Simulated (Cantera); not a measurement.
Cantera with NASA thermochemical tables; ideal gases at 1 bar, condensed phases pure. Values are per mole of reaction as written; species without (g) are pure solids or liquids, kept so even where they would boil at 1 bar. TaC: taken at fixed stoichiometry.

Question: Between 998 and 1598 K, where is each reaction favourable under standard conditions?
- 4 H(g) + TaC → Ta + CH4(g)

Answer: 
- 4 H(g) + TaC → Ta + CH4(g): ΔG° is -502 kJ at 998 K and -298 kJ at 1598 K; it stays negative (K > 1). ΔH° is -850 kJ and ΔS° -346 J/K at 1598 K.
